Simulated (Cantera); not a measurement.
# Premixed flame

A freely propagating, adiabatic, planar premixed flame of H2 : O2 : N2 = 1 : 0.227 : 1.11 (molar parts), equivalence ratio 2.2, unburnt at 625 K and 1.90 bar; multicomponent transport, grid criteria slope 0.08 and curve 0.16, no radiation.

Detailed kinetics in Cantera: the H2/O2 subset of GRI-Mech 3.0, which has no nitrogen chemistry. Burning velocities carry a grid error of a few per cent, more on coarse grids.

| z (mm) | T (K) | u (m/s) | x H2 | x O2 | x HO2 | x H | x H2O | x OH |
|---|---|---|---|---|---|---|---|---|
| -0.634 | 625 | 7.89 | 0.428 | 0.0971 | <1e-8 | <1e-8 | <1e-8 | <1e-8 |
| -0.423 | 625 | 7.89 | 0.428 | 0.0971 | <1e-8 | <1e-8 | <1e-8 | <1e-8 |
| -0.317 | 625 | 7.89 | 0.428 | 0.0971 | 2.55e-8 | <1e-8 | 1.11e-8 | <1e-8 |
| -0.211 | 625 | 7.89 | 0.428 | 0.0971 | 2.78e-6 | 2.08e-7 | 1.22e-6 | <1e-8 |
| -0.106 | 662 | 8.31 | 0.423 | 0.0966 | 0.000325 | 0.000377 | 0.00190 | 9.40e-5 |
| -0.0529 | 880 | 10.8 | 0.395 | 0.0890 | 0.000213 | 0.00676 | 0.0221 | 0.000534 |
| 0 | 1231 | 14.8 | 0.321 | 0.0599 | 9.73e-5 | 0.0322 | 0.0858 | 0.00147 |
| 0.0529 | 1486 | 17.6 | 0.249 | 0.0203 | 3.13e-5 | 0.0580 | 0.164 | 0.00254 |
| 0.106 | 1604 | 18.9 | 0.225 | 0.00472 | 7.04e-6 | 0.0633 | 0.195 | 0.00265 |
| 0.211 | 1708 | 20.0 | 0.225 | 0.000453 | 6.73e-7 | 0.0554 | 0.205 | 0.00268 |
| 0.423 | 1805 | 21.0 | 0.232 | 0.000146 | 2.40e-7 | 0.0425 | 0.207 | 0.00253 |
| 0.846 | 1895 | 21.9 | 0.240 | 7.75e-5 | 1.36e-7 | 0.0300 | 0.209 | 0.00212 |
| 1.69 | 1967 | 22.6 | 0.247 | 3.51e-5 | 6.83e-8 | 0.0195 | 0.211 | 0.00157 |
x: mole fraction of selected species; z is measured from the peak of heat release.

- laminar burning velocity = 789 cm/s
- thermal thickness = 0.211 mm
- peak x(HO2) = 0.000341
- peak x(H) = 0.0634
- peak x(OH) = 0.00268
- grid points = 125
